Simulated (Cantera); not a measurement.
A freely propagating, adiabatic, planar premixed flame of CH₄ : C₂H₆ : C₃H₈ : O₂ : N₂ = 1 : 0.31 : 0.5 : 4.3 : 16.2 (molar parts), equivalence ratio 1.3, unburnt at 575 K and 26000 Pa; mixture-averaged transport, grid criteria slope 0.08 and curve 0.16, no radiation.

Model: GRI-Mech 3.0 (53 species, 325 reactions), integrated in Cantera. GRI-Mech 3.0 was tuned for natural gas; its chemistry of propane as a main component is partial and can be far from experiment. Burning velocities carry a grid error of a few per cent, more on coarse grids.

### Question
How do the results move with these cheaper or finer settings: unity-Lewis-number transport; multicomponent transport; multicomponent+Soret transport; grid criteria slope 0.5, curve 1; grid criteria slope 0.25, curve 0.5; grid criteria slope 0.03, curve 0.06?

### Answer
```
setting                               laminar burning velocity  thermal thickness  peak x(HO₂)  peak x(CH₂CO)  grid points
------------------------------------  ------------------------  -----------------  -----------  -------------  -----------
as above                                              142 cm/s            1.03 mm     0.000191        0.00103          152
unity-Lewis-number transport                         87.4 cm/s            1.35 mm     0.000111       0.000593          141
multicomponent transport                              141 cm/s            1.05 mm     0.000190        0.00103          152
multicomponent+Soret transport                        140 cm/s            1.04 mm     0.000194        0.00104          152
grid criteria slope 0.5, curve 1                      157 cm/s            1.16 mm     0.000188        0.00102           49
grid criteria slope 0.25, curve 0.5                   148 cm/s            1.08 mm     0.000189        0.00101           74
grid criteria slope 0.03, curve 0.06                  140 cm/s            1.02 mm     0.000191        0.00103          343
```
The base run took roughly 40 core-seconds.
Unity Lewis numbers drop preferential diffusion, which matters most where H2 and H carry the flame; Soret adds thermal diffusion.
